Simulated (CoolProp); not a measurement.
Vapour-liquid equilibrium of R13 (1) + isobutane (2) at 217 K; x and y are mole fractions of (1).

Model: multi-fluid Helmholtz-energy mixture model, Platzer 1990 and Bücker 2006; pair parameters Bell 2016, in CoolProp. This equation is an older, rougher fit; its heat capacities, sound speeds and derivatives of the liquid may be far off and weren't checked against measurements.

| x | bubble pressure (MPa) | y at the bubble point | dew pressure at overall composition x (MPa) | liquid density (mol/L) |
|---|---|---|---|---|
| 0.05 | 0.04250 | 0.732 | 0.01235 | [?] |
| 0.2 | 0.1154 | 0.911 | 0.01464 | 11.49 |
| 0.35 | 0.1667 | 0.945 | 0.01797 | [?] |
| 0.5 | 0.2052 | [?] | 0.02324 | 12.22 |
| 0.65 | 0.2385 | 0.972 | 0.03287 | 12.61 |
| 0.8 | 0.2725 | 0.983 | 0.05604 | 13.01 |
| 0.95 | [?] | 0.995 | 0.1780 | 13.44 |

Problem. Fill in the missing entries.

Solution. 
- 0.05, liquid density (mol/L): 11.14
- 0.35, liquid density (mol/L): 11.85
- 0.5, y at the bubble point: 0.961
- 0.95, bubble pressure (MPa): 0.3128

No azeotrope shows between x = 0.05 and 0.95.

Pair parameters are fitted to limited data, so mixtures are less certain than the pure fluids. With so large a gap from Raoult's law the liquid may split in two, which this calculation doesn't test in full.
